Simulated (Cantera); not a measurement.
An isothermal, constant-pressure homogeneous reactor starts with 0.757 % CO, 4.58 % O2, 1.21 % H2O, 93.4 % N2, at 1375 K and 770000 Pa.

Model: GRI-Mech 3.0 (53 species, 325 reactions), integrated in Cantera.

**Question.** Predict: x(CO) at 10.0 s; x(O2) at 10.0 s; x(H2O) at 10.0 s; x(HO2) at 10.0 s; x(NO) at 10.0 s.

**Answer.** 
| Quantity | Value |
|---|---|
| x(CO) at 10.0 s | 8.49e-9 (gas-phase equilibrium 8.50e-9) |
| x(O2) at 10.0 s | 0.0422 (gas-phase equilibrium 0.0420) |
| x(H2O) at 10.0 s | 0.0122 (gas-phase equilibrium 0.0122) |
| x(HO2) at 10.0 s | 1.28e-8 (gas-phase equilibrium 1.28e-8) |
| x(NO) at 10.0 s | 1.65e-7 (gas-phase equilibrium 0.000308) |
